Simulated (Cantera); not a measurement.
A closed system holds: 1 mol Si₃N₄, 4.3 mol CO₂, 140 mol N₂, at 650 °C and 13.3 mbar.

These are equilibrium values from Cantera (NASA tables, ideal gas, pure condensed phases), not measurements of a reactor. Candidate condensed phases: C, Si, SiC, SiO₂, Si₂N₂O, Si₃N₄; 34 gas species. Rates play no part.

What is the equilibrium state?

x(N₂): 0.982
x(CO): 0.0180
x(CO₂): 1.35e-5
n(C(graphite)): 1.70 mol
n(SiO₂(β-quartz)): 3.00 mol
gas amount: 144.6 mol
log10 activity of Si(s) (absent): -12.94
